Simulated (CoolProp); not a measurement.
Properties of carbon monoxide along the isobar 24.1 bar.

Values from CoolProp's reference Helmholtz-energy equation of state, Lemmon 2006. It is a short technical equation, of lower accuracy than the large ones.

```tsv
T (K)	phase	Z	cp (kJ/(kg K))	expansivity (1/kK)
113.2	liquid	0.1127	2.560	10.80
127.7	gas	0.6467	2.714	32.53
142.2	gas	0.7835	1.594	14.74
156.7	gas	0.8501	1.367	10.52
171.2	gas	0.8915	1.265	8.432
185.6	gas	0.9193	1.208	7.148
200.1	gas	0.9394	1.171	6.250
214.6	gas	0.9542	1.146	5.583
229.1	gas	0.9654	1.128	5.064
243.6	gas	0.9740	1.114	4.645
258.1	gas	0.9808	1.103	4.298
272.6	gas	0.9862	1.095	4.005
287.1	gas	0.9905	1.089	3.754
301.6	gas	0.9940	1.083	3.535
316	gas	0.9969	1.079	3.344
330.5	gas	0.9992	1.076	3.173
```
